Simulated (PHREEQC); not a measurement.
Solution (20 °C): 0.0061 mol/kgw KHCO3, 0.013 mol/kgw NaOH and 0.069 mol/kgw KCl. Closed to the air; pH follows from the charge balance.

Equilibrium calculation in PHREEQC: ion-association model, phreeqc.dat.

Each row changes one thing in this solution. Precipitation was switched off in this run.

```json
[
 {"case": "as made", "pH": "11.90", "ionic strength (mol/kgw)": "0.0933", "CO3-2 (mol/kgw)": "0.00561", "HCO3- (mol/kgw)": "8.47e-5", "CO2 (mol/kgw)": "2.02e-10"},
 {"case": "KCl replaced by KF at the same molality", "pH": "11.90", "ionic strength (mol/kgw)": "0.0930", "CO3-2 (mol/kgw)": "___", "HCO3- (mol/kgw)": "___", "CO2 (mol/kgw)": "2.03e-10"},
 {"case": "NaOH left out", "pH": "8.19", "ionic strength (mol/kgw)": "0.0752", "CO3-2 (mol/kgw)": "7.31e-5", "HCO3- (mol/kgw)": "___", "CO2 (mol/kgw)": "7.45e-5"},
 {"case": "temperature from 20 to 10 °C", "pH": "12.26", "ionic strength (mol/kgw)": "0.0936", "CO3-2 (mol/kgw)": "0.00580", "HCO3- (mol/kgw)": "4.93e-5", "CO2 (mol/kgw)": "6.12e-11"},
 {"case": "KCl from 0.069 to 0.0345 mol/kgw", "pH": "11.91", "ionic strength (mol/kgw)": "___", "CO3-2 (mol/kgw)": "0.00555", "HCO3- (mol/kgw)": "8.89e-5", "CO2 (mol/kgw)": "2.12e-10"}
]
```

Q: What belongs in the gaps?

A: 
- KCl replaced by KF at the same molality, CO3-2 (mol/kgw): 0.00562
- KCl replaced by KF at the same molality, HCO3- (mol/kgw): 8.49e-5
- NaOH left out, HCO3- (mol/kgw): 0.00595
- KCl from 0.069 to 0.0345 mol/kgw, ionic strength (mol/kgw): 0.0587

Away from 25 °C the constants follow the database's enthalpies or fits; those with neither stay at their 25 °C values.
